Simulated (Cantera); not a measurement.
Input: 1 mol Si2H6, 0.47 mol O3, equilibrated at 3.90 mbar.

These are equilibrium values from Cantera (NASA tables, ideal gas, pure condensed phases), not measurements of a reactor. Candidate condensed phases: H2O, Si, SiO2; 18 gas species. The feed counts by its element totals alone. Kinetics and transport are ignored.

**Question.** At 1550 K, list the 3 most abundant gas species with their mole fractions, and the condensed phases.

**Answer.** H2 0.680, SiO 0.320, H 0.000416. Condensed: Si(s).
